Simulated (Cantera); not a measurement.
Charge: 1 mol TEOS, 5.4 mol N2O, held at 1248.15 K and 21.8 Torr.

These are equilibrium values from Cantera (NASA tables, ideal gas, pure condensed phases), not measurements of a reactor. Candidate condensed phases: C, C6H6, C7H8, C8H18, H2O, Si, SiC, SiO2, Si2N2O, Si3N4; 151 gas species. The feed counts by its element totals alone. The tables hold silica as quartz up to 1696 K and as liquid above; real silica turns to tridymite and cristobalite and melts near 1996 K. The numbers say what is thermodynamically allowed, not how fast it happens.

Base state: H2 0.438, CO 0.324, N2 0.237, H2O 6.34e-5, CH4 6.21e-5, HCN 4.01e-5, CO2 3.01e-5 (mole fractions); condensed: C(graphite) + SiO2(β-quartz).

What changes in the equilibrium state with this change: temperature from 1248.15 K to 1550 K?


| species | before | after |
|---|---|---|
| H2 | 0.438 | 0.430 |
| CO | 0.324 | 0.344 |
| N2 | 0.237 | 0.224 |
| SiO | 6.16e-8 | 0.00150 |
| CH4 | 6.21e-5 | 8.28e-7 |
| H | 1.82e-6 | 0.000121 |
| CO2 | 3.01e-5 | 1.96e-5 |
| HCN | 4.01e-5 | 3.50e-5 |
| C(graphite), mol | 0.600 | 0 |
| SiO2(β-quartz), mol | 1.000 | 0.588 |
| Si2N2O(s), mol | 0 | 0.189 |
Mutual solubility and eutectic melting of coexisting phases are not modelled.

What changes in the equilibrium state with this change: N2O from 5.4 to 12 mol?


| species | before | after |
|---|---|---|
| N2 | 0.237 | 0.400 |
| H2 | 0.438 | 0.208 |
| CO | 0.324 | 0.192 |
| CO2 | 3.01e-5 | 0.0745 |
| H2O | 6.34e-5 | 0.126 |
| CH4 | 6.21e-5 | 1.98e-9 |
| HCN | 4.01e-5 | 5.08e-9 |
| C(graphite), mol | 0.600 | 0 |
| SiO2(β-quartz), mol | 1.000 | 1.00 |
